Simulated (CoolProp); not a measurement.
Values from CoolProp's reference Helmholtz-energy equation of state, Guder 2009.

Question: For sulfur hexafluoride, give the phase and the cp (kJ/(kg K)), Joule-Thomson coefficient (K/MPa), Prandtl number at 107.35 °C and 0.171 MPa.

Answer: 
- 107.35 °C and 0.171 MPa: gas; cp 0.780, Joule-Thomson coefficient 4.87, Prandtl number 0.767

Viscosity comes from a separate model (Quiñones-Cisneros 2012). Thermal conductivity comes from a separate model (Assael 2012).
